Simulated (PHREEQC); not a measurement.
Make-up at 25 °C and 10 atm: 0.27 mol H2SO4, 0.00088 mol ZnSO4 and 7.1e-05 mol MgSO4 per kg of water. Closed to the air; pH follows from the charge balance.

Model: ion-association model, phreeqc.dat, run in PHREEQC.

Precipitation was switched off in this run.

Q: Order these Zn species by the share of Zn that they hold, largest first: Zn(SO4)2-2, Zn+2, ZnSO4.

A: Zn+2 (66 %), ZnSO4 (27 %), Zn(SO4)2-2 (6.5 %)

The pH is 0.63 and the ionic strength 0.336 mol/kgw.
